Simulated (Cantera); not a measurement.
Input (Python, Cantera):

```python
import numpy as np
import cantera as ct

gas = ct.Solution("gri30.yaml")
gas.TPX = 1975, 1200000, {'CH4': 1, 'CO2': 2.3, 'H2': 0.93}
inlet = ct.Reservoir(gas, clone=True)

reactor = ct.IdealGasConstPressureReactor(gas, energy="off", clone=False)
exhaust = ct.Reservoir(gas, clone=True)
tau = [22, 6.5, 1.9, 0.58, 0.17, 0.052, 0.015, 0.0046, 0.0014][0]
for a, b in ((inlet, reactor), (reactor, exhaust)):
    ct.MassFlowController(a, b, mdot=lambda t: reactor.mass / tau)
net = ct.ReactorNet([reactor])
show = ['CH4', 'CO2', 'H2', 'HCO', 'H2O']

rows = []
print(f"{'tau/s':>10s}{'T/K':>9s}" + "".join(f"{s:>11s}" for s in show))
for tau in [22, 6.5, 1.9, 0.58, 0.17, 0.052, 0.015, 0.0046, 0.0014]:
    net.initial_time = 0.0
    net.advance(30 * tau)
    before = gas.X
    net.advance(40 * tau)
    drift = np.max(np.abs(gas.X - before) / (gas.X + 1e-9))
    rows.append([gas.T, *gas[show].X, drift])
    print(f"{tau:10.3e}{gas.T:9.1f}" + "".join(f"{x:11.3e}" for x in gas[show].X))
```

It prints:

```
     tau/s      T/K        CH4        CO2         H2        HCO        H2O
 2.200e+01   1975.0  5.891e-05  5.277e-02  3.141e-01  4.803e-07  1.559e-01
 6.500e+00   1975.0  1.937e-04  5.285e-02  3.139e-01  4.790e-07  1.561e-01
 1.900e+00   1975.0  6.157e-04  5.314e-02  3.130e-01  4.771e-07  1.565e-01
 5.800e-01   1975.0  1.693e-03  5.398e-02  3.106e-01  4.743e-07  1.577e-01
 1.700e-01   1975.0  4.115e-03  5.652e-02  3.038e-01  4.668e-07  1.618e-01
 5.200e-02   1975.0  8.296e-03  6.301e-02  2.889e-01  4.479e-07  1.720e-01
 1.500e-02   1975.0  1.510e-02  7.871e-02  2.598e-01  4.071e-07  1.929e-01
 4.600e-03   1975.0  2.463e-02  1.079e-01  2.235e-01  3.511e-07  2.178e-01
 1.400e-03   1975.0  4.031e-02  1.603e-01  1.947e-01  2.952e-07  2.284e-01
```

Model: GRI-Mech 3.0 (53 species, 325 reactions), integrated in Cantera. The pressure lies above the range GRI-Mech 3.0 was tuned for (to about 10 atm).
